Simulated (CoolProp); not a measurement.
Vapour-liquid equilibrium of acetone (1) + dimethyl carbonate (2) at 40.3 kPa; x and y are mole fractions of (1).

Computed with CoolProp (multi-fluid Helmholtz-energy mixture model, Lemmon 2006 and Zhou 2011; pair parameters Bell 2016).

### Question
Give the bubble temperature and the first vapour's composition at x = 0.05, 0.35, 0.75. Is there an azeotrope?

### Answer
x = 0.05: 333.5 K, y = 0.162; x = 0.35: 320.4 K, y = 0.653; x = 0.75: 309.7 K, y = 0.913. No azeotrope shows between x = 0.05 and 0.95.

Pair parameters are fitted to limited data, so mixtures are less certain than the pure fluids.
